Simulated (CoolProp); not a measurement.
Values from CoolProp's reference Helmholtz-energy equation of state, Zhou 2011.

**Question.** For dimethyl carbonate, give the phase and the density (kg/m³), cv (kJ/(kg K)), Joule-Thomson coefficient (K/MPa), isothermal compressibility (1/MPa) at 405.1 K and 0.149 MPa; 425.2 K and 0.149 MPa.

**Answer.** 
- 405.1 K and 0.149 MPa: gas; density 4.11, cv 1.37, Joule-Thomson coefficient 17.1, isothermal compressibility 6.92
- 425.2 K and 0.149 MPa: gas; density 3.90, cv 1.42, Joule-Thomson coefficient 14.6, isothermal compressibility 6.89
